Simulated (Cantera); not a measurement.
## Premixed flame

A freely propagating, adiabatic, planar premixed flame of 43.7 % H2, 8.09 % O2, 31.6 % N2, 16.6 % H2O, equivalence ratio 2.7, unburnt at 550 K and 4.00 bar; mixture-averaged transport, grid criteria slope 0.08 and curve 0.16, no radiation.

Computed with Cantera and the H2/O2 subset of GRI-Mech 3.0, which has no nitrogen chemistry. The hydrogen kinetics of GRI-Mech 3.0 are dated; newer H2 mechanisms differ, most at raised pressure. Burning velocities carry a grid error of a few per cent, more on coarse grids.

| z (mm) | T (K) | u (m/s) | x H2 | x O2 | x H2O | x OH | x O | x H2O2 |
|---|---|---|---|---|---|---|---|---|
| -0.252 | 550 | 3.03 | 0.437 | 0.0809 | 0.166 | <1e-8 | <1e-8 | <1e-8 |
| -0.168 | 551 | 3.03 | 0.437 | 0.0810 | 0.166 | <1e-8 | <1e-8 | 2.35e-8 |
| -0.126 | 553 | 3.04 | 0.435 | 0.0812 | 0.167 | <1e-8 | <1e-8 | 2.31e-7 |
| -0.0841 | 567 | 3.09 | 0.430 | 0.0818 | 0.169 | <1e-8 | 4.00e-8 | 3.20e-6 |
| -0.0420 | 707 | 3.74 | 0.405 | 0.0806 | 0.185 | 2.24e-5 | 6.14e-6 | 6.94e-5 |
| -0.0210 | 964 | 4.99 | 0.375 | 0.0687 | 0.218 | 0.000236 | 7.08e-5 | 0.000101 |
| 0 | 1245 | 6.37 | 0.342 | 0.0469 | 0.266 | 0.000444 | 0.000257 | 3.68e-5 |
| 0.0210 | 1436 | 7.32 | 0.314 | 0.0252 | 0.308 | 0.000674 | 0.000334 | 5.58e-6 |
| 0.0420 | 1540 | 7.84 | 0.298 | 0.0115 | 0.333 | 0.000796 | 0.000231 | 1.70e-6 |
| 0.0841 | 1624 | 8.26 | 0.289 | 0.00226 | 0.351 | 0.000804 | 7.39e-5 | 5.80e-7 |
| 0.168 | 1676 | 8.50 | 0.289 | 0.000192 | 0.356 | 0.000645 | 2.19e-5 | 2.02e-7 |
| 0.336 | 1711 | 8.66 | 0.292 | 9.24e-6 | 0.357 | 0.000418 | 7.42e-6 | 7.40e-8 |
| 0.673 | 1732 | 8.75 | 0.294 | 1.49e-6 | 0.358 | 0.000236 | 2.21e-6 | 2.48e-8 |
x: mole fraction of selected species; z is measured from the peak of heat release.

```
Property                      Value
------------------------  ---------
laminar burning velocity   303 cm/s
thermal thickness         0.0841 mm
peak x(OH)                 0.000822
peak x(O)                  0.000338
peak x(H2O2)               0.000106
grid points                     111
```
